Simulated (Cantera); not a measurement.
Feed: 1 mol SiH₂Cl₂, 9.3 mol H₂, 0.021 mol O₂, at 25.5 Torr.

Method: chemical equilibrium by Gibbs-energy minimisation in Cantera with the NASA 1993 tables (ideal gas, pure condensed phases). Candidate condensed phases: H₂O, Si, SiO₂; 30 gas species. Mutual solubility and eutectic melting of coexisting phases are not modelled. The tables hold silica as quartz up to 1696 K and as liquid above; real silica turns to tridymite and cristobalite and melts near 1996 K. Equilibrium is a limit: real reactors are often held back by kinetics, nucleation or transport.

What share of the Si ends up in condensed phases as a function of T (K), at 800, 850, 900, 950, 1000, 1050, 1100, 1150, 1200, 1250, 1300?


```csv
T (K),Si condensed (%),as
800,47.2,Si(s) + SiO₂(α-quartz)
850,47.8,Si(s) + SiO₂(β-quartz)
900,48.8,Si(s) + SiO₂(β-quartz)
950,50.1,Si(s) + SiO₂(β-quartz)
1000,51.9,Si(s) + SiO₂(β-quartz)
1050,53.9,Si(s) + SiO₂(β-quartz)
1100,56.1,Si(s) + SiO₂(β-quartz)
1150,57.9,Si(s) + SiO₂(β-quartz)
1200,59.1,Si(s) + SiO₂(β-quartz)
1250,59.5,Si(s) + SiO₂(β-quartz)
1300,59.1,Si(s) + SiO₂(β-quartz)
```
